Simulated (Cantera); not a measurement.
**Equilibrium for titanium nitride, carbide and oxide coatings: Ti(OiPr)4 + H2O + H2 + CH4**

A closed system holds: 1 mol Ti(OiPr)4, 0.17 mol H2O, 8.8 mol H2, 0.27 mol CH4, held at 50000 Pa.

Cantera equilibrium calculation (NASA polynomials, part measured and part estimated; ideal gas, pure solids and liquids). Candidate condensed phases: C, C6H6, C7H8, C8H18, H2O, Ti, TiC, TiO, TiO2, Ti2O3, Ti3O5, Ti4O7; 113 gas species. The feed counts by its element totals alone. TiC: taken at fixed stoichiometry. Equilibrium is a limit: real reactors are often held back by kinetics, nucleation or transport.

```json
[
 {"T (K)": "1425", "log p H2": "-0.37", "log p CO": "-1.12", "log p H": "-5.35", "log p CH4": "-3.17", "log p C2H2 (acetylene)": "-5.83", "n C(graphite)": "7.07", "n TiC(s)": "1.00"},
 {"T (K)": "1475", "log p H2": "-0.37", "log p CO": "-1.12", "log p H": "-5.07", "log p CH4": "-3.28", "log p C2H2 (acetylene)": "-5.55", "n C(graphite)": "7.07", "n TiC(s)": "1.00"},
 {"T (K)": "1525", "log p H2": "-0.37", "log p CO": "-1.12", "log p H": "-4.81", "log p CH4": "-3.39", "log p C2H2 (acetylene)": "-5.29", "n C(graphite)": "7.08", "n TiC(s)": "1.00"},
 {"T (K)": "1575", "log p H2": "-0.37", "log p CO": "-1.12", "log p H": "-4.57", "log p CH4": "-3.49", "log p C2H2 (acetylene)": "-5.05", "n C(graphite)": "7.08", "n TiC(s)": "1.00"},
 {"T (K)": "1625", "log p H2": "-0.37", "log p CO": "-1.12", "log p H": "-4.34", "log p CH4": "-3.58", "log p C2H2 (acetylene)": "-4.82", "n C(graphite)": "7.08", "n TiC(s)": "1.00"},
 {"T (K)": "1675", "log p H2": "-0.37", "log p CO": "-1.12", "log p H": "-4.12", "log p CH4": "-3.66", "log p C2H2 (acetylene)": "-4.61", "n C(graphite)": "7.09", "n TiC(s)": "1.00"},
 {"T (K)": "1725", "log p H2": "-0.37", "log p CO": "-1.12", "log p H": "-3.92", "log p CH4": "-3.75", "log p C2H2 (acetylene)": "-4.41", "n C(graphite)": "7.09", "n TiC(s)": "1.00"},
 {"T (K)": "1775", "log p H2": "-0.37", "log p CO": "-1.12", "log p H": "-3.72", "log p CH4": "-3.82", "log p C2H2 (acetylene)": "-4.22", "n C(graphite)": "7.09", "n TiC(s)": "1.00"},
 {"T (K)": "1825", "log p H2": "-0.37", "log p CO": "-1.12", "log p H": "-3.54", "log p CH4": "-3.89", "log p C2H2 (acetylene)": "-4.04", "n C(graphite)": "7.08", "n TiC(s)": "1.00"},
 {"T (K)": "1875", "log p H2": "-0.37", "log p CO": "-1.12", "log p H": "-3.37", "log p CH4": "-3.96", "log p C2H2 (acetylene)": "-3.87", "n C(graphite)": "7.08", "n TiC(s)": "1.00"},
 {"T (K)": "1925", "log p H2": "-0.37", "log p CO": "-1.12", "log p H": "-3.21", "log p CH4": "-4.03", "log p C2H2 (acetylene)": "-3.71", "n C(graphite)": "7.07", "n TiC(s)": "1.00"},
 {"T (K)": "1975", "log p H2": "-0.37", "log p CO": "-1.12", "log p H": "-3.05", "log p CH4": "-4.09", "log p C2H2 (acetylene)": "-3.56", "n C(graphite)": "7.06", "n TiC(s)": "1.00"}
]
```
log p: log10 of the partial pressure in bar; n: condensed amount in mol.

From 1425 K to 1975 K the condensed part is C(graphite) + TiC(s).
